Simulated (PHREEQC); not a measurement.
A PHREEQC input (ion-association model, wateq4f.dat):

```
SOLUTION 1
  temp 338.15
  units mg/kgw
  pH 6.85
  pe -0.9
  Na 7060
  K 131
  Ca 764
  Mg 268
  Cl 7700
  S(6) 7520 as SO4
  Alkalinity 33.1 as HCO3
  Zn 6.46
END
USE solution 1
EQUILIBRIUM_PHASES 1
  Gypsum 0 0
  CO2(g) -2.5 10
END
```

It stops with these messages:

```
WARNING: Maximum iterations exceeded, 100
WARNING: Maximum iterations exceeded, 100
WARNING: The program has failed to converge to a numerical solution.
ERROR:           Alkalinity has not converged. Total: 5.424531e-04	Calculated: 1.363810e-03	Residual: -8.213572e-04
ERROR: Is non-carbonate alkalinity greater than total alkalinity?
ERROR:                   Ca has not converged. Total: 1.906188e-02	Calculated: 2.031303e-03	Residual: 1.703057e-02
ERROR:                   Cl has not converged. Total: 2.171890e-01	Calculated: 4.815811e-02	Residual: 1.690308e-01
ERROR:                    K has not converged. Total: 3.350212e-03	Calculated: 4.232066e-04	Residual: 2.927006e-03
ERROR:                   Mg has not converged. Total: 1.102336e-02	Calculated: 2.100250e-03	Residual: 8.923113e-03
ERROR:                   Na has not converged. Total: 3.070927e-01	Calculated: 2.443925e-02	Residual: 2.826535e-01
ERROR:                 S(6) has not converged. Total: 7.828115e-02	Calculated: 8.799355e-03	Residual: 6.948179e-02
ERROR:                   Zn has not converged. Total: 9.882209e-05	Calculated: 7.774492e-06	Residual: 9.104760e-05
ERROR:                   Mu Ionic strength has not converged. 	Residual: 4.829374e-02
ERROR:               A(H2O) Activity of water has not converged. 	Residual: 1.055286e-03
ERROR: Model failed to converge for initial solution  1.
```

Question: Why does the run stop?

Answer: The fault: the temperature typed in kelvin. The line should read `temp 65` where the input has `temp 338.15`. With the mend the run ends at pH 7.11 and ionic strength 0.382 mol/kgw.
